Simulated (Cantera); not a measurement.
A closed system holds: 1 mol Fe3O4, 1700 mol H2, 0.78 mol N2, equilibrated at 5.10 bar.

Cantera equilibrium calculation (NASA polynomials, part measured and part estimated; ideal gas, pure solids and liquids). Candidate condensed phases: Fe, FeO, Fe(OH)2, Fe(OH)3, Fe2O3, Fe3O4, H2O; 27 gas species. Equilibrium is a limit: real reactors are often held back by kinetics, nucleation or transport.

x: gas mole fraction; n: condensed amount in mol.

| T (K) | x H2 | x H2O | x NH3 | x H | x N2 | x Fe | n Fe(α) | n Fe(γ) | n Fe(δ) | n Fe(l) |
|---|---|---|---|---|---|---|---|---|---|---|
| 648 | 0.997 | 0.00235 | 0.000788 | <1e-12 | 6.48e-5 | <1e-12 | 3.00 | 0 | 0 | 0 |
| 748 | 0.997 | 0.00235 | 0.000419 | <1e-12 | 0.000249 | <1e-12 | 3.00 | 0 | 0 | 0 |
| 848 | 0.997 | 0.00235 | 0.000184 | 8.41e-12 | 0.000367 | <1e-12 | 3.00 | 0 | 0 | 0 |
| 948 | 0.997 | 0.00235 | 8.66e-5 | 2.32e-10 | 0.000415 | <1e-12 | 3.00 | 0 | 0 | 0 |
| 1048 | 0.997 | 0.00235 | 4.55e-5 | 3.42e-9 | 0.000436 | <1e-12 | 3.00 | 0 | 0 | 0 |
| 1148 | 0.997 | 0.00235 | 2.64e-5 | 3.17e-8 | 0.000445 | [?] | 3.00 | 0 | 0 | 0 |
| 1248 | 0.997 | 0.00235 | 1.66e-5 | 2.07e-7 | 0.000450 | [?] | 0 | 3.00 | 0 | 0 |
| 1348 | 0.997 | 0.00235 | 1.11e-5 | 1.02e-6 | 0.000453 | [?] | 0 | 3.00 | 0 | 0 |
| 1448 | 0.997 | 0.00235 | 7.89e-6 | 4.08e-6 | 0.000455 | [?] | 0 | 3.00 | 0 | 0 |
| 1548 | 0.997 | 0.00235 | 5.84e-6 | 1.36e-5 | 0.000456 | [?] | 0 | 3.00 | 0 | 0 |
| 1648 | 0.997 | 0.00235 | 4.48e-6 | 3.94e-5 | 0.000456 | [?] | 0 | 3.00 | 0 | 0 |
| 1748 | 0.997 | 0.00235 | 3.54e-6 | 0.000101 | 0.000457 | [?] | 0 | 0 | 3.00 | 0 |
| 1848 | 0.997 | 0.00235 | 2.87e-6 | 0.000234 | 0.000457 | [?] | 0 | 0 | 0 | 2.98 |
| 1948 | 0.997 | 0.00235 | 2.38e-6 | 0.000500 | 0.000457 | [?] | 0 | 0 | 0 | 2.93 |

**Question.** Complete the blanks.

**Answer.** 
- 1148, x Fe: 1.56e-12
- 1248, x Fe: 4.57e-11
- 1348, x Fe: 8.00e-10
- 1448, x Fe: 9.35e-9
- 1548, x Fe: 7.90e-8
- 1648, x Fe: 5.11e-7
- 1748, x Fe: 2.65e-6
- 1848, x Fe: 1.12e-5
- 1948, x Fe: 3.92e-5
